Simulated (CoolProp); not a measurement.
Carbonyl sulfide at several states: Z from the reference equation and from simpler models built on Tc = 378.8 K, pc = 6.369 MPa, ω = 0.098; each cubic takes its own stable root.

Model: reference Helmholtz-energy equation of state, Lemmon 2006, in CoolProp. It is a short technical equation, of lower accuracy than the large ones.

```json
[
 {"T (K)": "359.1", "p (MPa)": "7.64", "phase": "liquid", "reference": "0.1910", "van der Waals": "…", "Soave-Redlich-Kwong": "…", "Peng-Robinson": "…"},
 {"T (K)": "410.3", "p (MPa)": "0.112", "phase": "gas", "reference": "0.9954", "van der Waals": "0.9957", "Soave-Redlich-Kwong": "0.9953", "Peng-Robinson": "0.9947"},
 {"T (K)": "319.4", "p (MPa)": "8.04", "phase": "liquid", "reference": "…", "van der Waals": "…", "Soave-Redlich-Kwong": "…", "Peng-Robinson": "…"},
 {"T (K)": "517.8", "p (MPa)": "0.534", "phase": "gas", "reference": "0.9897", "van der Waals": "0.9887", "Soave-Redlich-Kwong": "0.9900", "Peng-Robinson": "0.9878"}
]
```

Q: Some entries are withheld; supply them.

A: 
- 359.1, van der Waals: 0.2817
- 359.1, Soave-Redlich-Kwong: 0.2167
- 359.1, Peng-Robinson: 0.1933
- 319.4, reference: 0.1902
- 319.4, van der Waals: 0.2849
- 319.4, Soave-Redlich-Kwong: 0.2056
- 319.4, Peng-Robinson: 0.1822
